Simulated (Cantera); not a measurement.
Mixture: 5.17 % CH₄, 19.9 % O₂, 74.9 % N₂, equivalence ratio 0.52, at 20.7 atm, adiabatic and at constant volume. Ignition delay is the time to a rise of 400 K.

Detailed kinetics in Cantera: GRI-Mech 3.0 (53 species, 325 reactions). The pressure lies above the range GRI-Mech 3.0 was tuned for (to about 10 atm).

Problem. Predict: delay at 1248 K; delay at 1398 K; delay at 1548 K; delay at 1698 K; apparent activation energy between 1623 and 1773 K.

Solution. 
```
Item                                                    Result
--------------------------------------------------  ----------
delay at 1248 K                                       0.911 ms
delay at 1398 K                                       0.187 ms
delay at 1548 K                                        48.9 µs
delay at 1698 K                                        15.4 µs
apparent activation energy between 1623 and 1773 K  170 kJ/mol
```
